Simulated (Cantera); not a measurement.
Cantera run, input and output.

```python
import numpy as np
import cantera as ct

gas = ct.Solution("gri30.yaml")
gas.TPX = 775, 1000000, {'CH4': 1, 'C2H6': 0.21, 'O2': 2.49, 'N2': 22.9}
inlet = ct.Reservoir(gas, clone=True)
gas.equilibrate("HP")  # start burning
reactor = ct.IdealGasConstPressureReactor(gas, energy="on", clone=False)
exhaust = ct.Reservoir(gas, clone=True)
tau = [0.022, 0.012, 0.0072, 0.0041, 0.0024, 0.0014, 0.00079, 0.00045, 0.00026, 0.00015, 8.7e-05, 5e-05, 2.9e-05][0]
for a, b in ((inlet, reactor), (reactor, exhaust)):
    ct.MassFlowController(a, b, mdot=lambda t: reactor.mass / tau)
net = ct.ReactorNet([reactor])
show = ['CH4', 'C2H6', 'O2', 'H2O', 'CH2', 'HCN']

rows = []
print(f"{'tau/s':>10s}{'T/K':>9s}" + "".join(f"{s:>11s}" for s in show))
for tau in [0.022, 0.012, 0.0072, 0.0041, 0.0024, 0.0014, 0.00079, 0.00045, 0.00026, 0.00015, 8.7e-05, 5e-05, 2.9e-05]:
    net.initial_time = 0.0
    net.advance(30 * tau)
    before = gas.X
    net.advance(40 * tau)
    drift = np.max(np.abs(gas.X - before) / (gas.X + 1e-9))
    rows.append([gas.T, *gas[show].X, drift])
    print(f"{tau:10.3e}{gas.T:9.1f}" + "".join(f"{x:11.3e}" for x in gas[show].X))
```

Result:

```
     tau/s      T/K        CH4       C2H6         O2        H2O        CH2        HCN
 2.200e-02   1768.7  4.869e-04  4.271e-06  1.007e-03  9.051e-02  2.308e-07  6.248e-06
 1.200e-02   1763.1  5.222e-04  6.463e-06  1.406e-03  9.033e-02  3.647e-07  6.738e-06
 7.200e-03   1756.7  5.677e-04  9.132e-06  1.871e-03  9.011e-02  5.262e-07  6.964e-06
 4.100e-03   1746.7  6.495e-04  1.357e-05  2.603e-03  8.975e-02  7.649e-07  6.810e-06
 2.400e-03   1732.2  7.850e-04  2.060e-05  3.669e-03  8.921e-02  1.042e-06  6.007e-06
 1.400e-03   1707.6  1.049e-03  3.454e-05  5.511e-03  8.821e-02  1.299e-06  4.273e-06
 7.900e-04   1640.2  1.936e-03  8.862e-05  1.069e-02  8.507e-02  1.126e-06  1.256e-06
 4.500e-04    775.0  3.759e-02  7.895e-03  9.361e-02  5.110e-14  3.011e-27 -2.999e-21
 2.600e-04    775.0  3.759e-02  7.895e-03  9.361e-02  1.959e-14  1.309e-27 -1.022e-27
 1.500e-04    775.0  3.759e-02  7.895e-03  9.361e-02  7.101e-15  5.170e-28  1.013e-32
 8.700e-05    775.0  3.759e-02  7.895e-03  9.361e-02  2.519e-15  1.942e-28  1.166e-36
 5.000e-05    775.0  3.759e-02  7.895e-03  9.361e-02  8.580e-16  6.749e-29  8.565e-40
 2.900e-05    775.0  3.759e-02  7.895e-03  9.361e-02  2.931e-16  2.372e-29  2.238e-40
```

Detailed kinetics in Cantera: GRI-Mech 3.0 (53 species, 325 reactions).
